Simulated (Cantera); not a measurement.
Feed: 1 mol K2CO3, 0.49 mol CO2, 0.018 mol H2.

Cantera equilibrium calculation (NASA polynomials, part measured and part estimated; ideal gas, pure solids and liquids). Candidate condensed phases: C, C6H6, C7H8, C8H18, H2O, K, KOH, KO2, K2CO3, K2O, K2O2; 116 gas species. Equilibrium is a limit: real reactors are often held back by kinetics, nucleation or transport.

Stable condensed phases, one row left out:

```
T in K \ P in Pa
              10      42     180     750    3200   13000   56000  240000 1000000
   1748        A       A       A       A       A       B       B       B       B
   1673        A       A       A       A       A       B       B       B       B
   1523        A       A       A       B       B       B       B       B       B
   1448        A       A       A       B       B       B       B       B       B
   1373        A       A       B       B       B       B       B       B       B
   1298        A       B       B       B       B       B       B       B       B
   1223        B       B       B       B       B       B       B       B       B
   1148        B       B       B       B       B       B       B       B       B
   1073        B       B       B       B       B       B       B       B       B
```

A: gas only; B: K2CO3.

### Question
Give the row for 1598 K.

### Answer
10: gas only; 42: gas only; 180: gas only; 750: gas only; 3200: K2CO3; 13000: K2CO3; 56000: K2CO3; 240000: K2CO3; 1000000: K2CO3.
